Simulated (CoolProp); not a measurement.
The fluid at 326.81 K and 0.876 MPa (gas) is heated at constant pressure to 375.4 K. The same conditions are run with several fluids, on thermodynamics alone (safety and materials aside).

The numbers come from the reference Helmholtz-energy equation of state of each fluid (chlorine: Thol 2021; R404A: Lemmon 2003; oxygen: Schmidt 1985; C2F6 (R116): Lemmon 2006; propylene: Lemmon 2013) in CoolProp. Blends and air are pseudo-pure fits.

**Question.** Rank chlorine, R404A, oxygen, C2F6 (R116), propylene by heat (kJ/kg), highest first.

**Answer.** propylene (89.7), R404A (50.0), oxygen (45.6), C2F6 (R116) (42.5), chlorine (27.2)

```csv
fluid,final density (kg/m³)
chlorine,21.0
R404A,29.3
oxygen,8.99
C2F6 (R116),40.3
propylene,12.6
```

Above 300 K oxygen's equation is extrapolated.
